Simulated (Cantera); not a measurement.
Feed: 1 mol Si(CH3)4, 0.023 mol CH4, 55 mol H2, held at 1100 Pa.

Equilibrium computed with Cantera from the NASA thermochemical tables; the gas is ideal and each condensed phase is pure. Candidate condensed phases: C, C6H6, C7H8, C8H18, Si, SiC; 87 gas species. Gases not in the tables: Si2H6 and higher silanes. Rates play no part.

log p: log10 of the partial pressure in bar; n: condensed amount in mol.

```tsv
T (K)	log p H2	log p H	log p C2H2 (acetylene)	log p Si	log p SiC2	n C(graphite)	n SiC(s)
1623	-1.96	-5.14	-6.42	-8.75	-11.09	3.02	1.000
1698	-1.96	…	…	…	…	3.01	1.000
1773	-1.96	-4.53	-5.81	-7.34	-9.25	3.01	1.000
1848	-1.96	-4.26	-5.55	-6.73	-8.45	2.99	0.999
1923	-1.96	-4.01	-5.31	-6.16	-7.71	2.97	0.995
1998	-1.97	-3.78	-5.09	-5.64	-7.02	2.94	0.985
2073	-1.97	…	…	…	…	2.92	0.952
2148	-1.98	-3.37	-4.70	-4.70	-5.80	2.91	0.859
```

Fill in the missing entries.


- 1698, log p H: -4.82
- 1698, log p C2H2 (acetylene): -6.10
- 1698, log p Si: -8.02
- 1698, log p SiC2: -10.13
- 2073, log p H: -3.57
- 2073, log p C2H2 (acetylene): -4.88
- 2073, log p Si: -5.15
- 2073, log p SiC2: -6.39
